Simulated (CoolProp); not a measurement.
Saturation properties of n-nonane (Tc = 321.4 °C, pc = 22.82 bar, ω = 0.443).

The numbers come from the reference Helmholtz-energy equation of state, Lemmon 2006 in CoolProp. It is a short technical equation, of lower accuracy than the large ones.

| T (°C) | p (bar) | liquid density (kg/m³) | liquid cp (kJ/(kg K)) | surface tension (mN/m) | liquid viscosity (µPa s) | liquid conductivity (mW/(m K)) |
|---|---|---|---|---|---|---|
| 109.05 | 0.2894 | 645.8 | 2.548 | 14.7 | 287 | 106 |
| 120.45 | 0.4210 | 636.0 | 2.598 | 13.7 | 262 | 104 |
| 131.95 | 0.5986 | 625.9 | 2.648 | 12.7 | 240 | 101 |
| 143.35 | 0.8292 | 615.7 | 2.699 | 11.8 | 221 | 99.1 |
| 154.75 | 1.125 | 605.3 | 2.751 | 10.8 | 203 | 96.9 |
| 166.15 | 1.497 | 594.5 | 2.804 | 9.90 | 187 | 94.7 |
| 177.55 | 1.959 | 583.4 | 2.858 | 8.99 | 172 | 92.6 |
| 188.95 | 2.523 | 571.8 | 2.913 | 8.10 | 158 | 90.6 |
| 200.35 | 3.205 | 559.8 | 2.970 | 7.23 | 145 | 88.5 |
| 211.85 | 4.028 | 547.1 | 3.031 | 6.37 | 133 | 86.5 |
| 223.25 | 4.993 | 533.9 | 3.095 | 5.55 | 122 | 84.5 |
| 234.65 | 6.124 | 519.8 | 3.164 | 4.75 | 111 | 82.5 |
| 246.05 | 7.441 | 504.6 | 3.242 | 3.97 | 101 | 80.4 |

It boils at 150.8 °C under 1 atm.

Viscosity comes from a separate model (Huber 2004). Thermal conductivity comes from a separate model (Huber 2005). Surface tension comes from a separate correlation (Mulero 2012).
